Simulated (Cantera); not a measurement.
An isothermal, constant-pressure homogeneous reactor starts with NO : N₂ = 1 : 0.27 (molar parts), at 2150 K and 8400 Pa.

Computed with Cantera and GRI-Mech 3.0 (53 species, 325 reactions).

x: mole fraction; the columns are a selection and need not sum to one.

```csv
t (s),x NO,x N₂,x O,x NO₂,x O₂
8.00e-5,0.787,0.213,…,1.80e-7,1.06e-7
0.000504,0.787,0.213,…,4.72e-6,4.48e-6
0.00318,0.786,0.213,…,4.47e-5,0.000259
0.0201,0.774,0.219,…,7.91e-5,0.00584
0.126,0.689,0.261,…,0.000133,0.0475
0.798,0.250,0.480,…,0.000111,0.266
5.03,0.0158,0.597,0.00420,8.45e-6,0.383
31.7,0.0133,0.598,0.00420,7.11e-6,0.384
200,0.0133,0.598,0.00420,7.11e-6,0.384
```

Some entries are withheld; supply them.


- 8.00e-5, x O: 1.34e-5
- 0.000504, x O: 8.91e-5
- 0.00318, x O: 0.000614
- 0.0201, x O: 0.00115
- 0.126, x O: 0.00179
- 0.798, x O: 0.00356
